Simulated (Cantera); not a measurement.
A freely propagating, adiabatic, planar premixed flame of C2H4 : O2 : N2 : H2O = 1 : 2.14 : 8.06 : 3 (molar parts), equivalence ratio 1.4, unburnt at 700 K and 3750 Torr; mixture-averaged transport, grid criteria slope 0.08 and curve 0.16, no radiation.

Detailed kinetics in Cantera: GRI-Mech 3.0 (53 species, 325 reactions). GRI-Mech 3.0 was tuned for natural gas; its chemistry of ethylene as a main component is partial and can be far from experiment. Burning velocities carry a grid error of a few per cent, more on coarse grids.

### Question
Predict: laminar burning velocity; thermal thickness; peak x(CH2CO); peak x(CH4); peak x(HCN).

### Answer
| Property | Result |
|---|---|
| laminar burning velocity | 125 cm/s |
| thermal thickness | 0.0879 mm |
| peak x(CH2CO) | 0.00420 |
| peak x(CH4) | 0.00310 |
| peak x(HCN) | 1.34e-5 |
